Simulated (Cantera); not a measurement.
Thermodynamics of chlorosilane synthesis and conversion, feed SiCl4 + H2

A closed system holds: 1 mol SiCl4, 5.2 mol H2, at 525 °C and 100 Torr.

Method: chemical equilibrium by Gibbs-energy minimisation in Cantera with the NASA 1993 tables (ideal gas, pure condensed phases). Candidate condensed phases: Si; 19 gas species. The tables' values for SiCl3 are old estimates; treat these amounts as uncertain. Kinetics and transport are ignored.

```yaml
x(H2): 0.828
x(SiCl4): 0.151
x(HCl): 0.0106
x(SiHCl3): 0.0104
x(SiH2Cl2): 5.80e-5
x(SiCl3): 2.09e-5
gas_amount: 6.200 mol
log10 activity of Si(s) (absent): -2.62
```
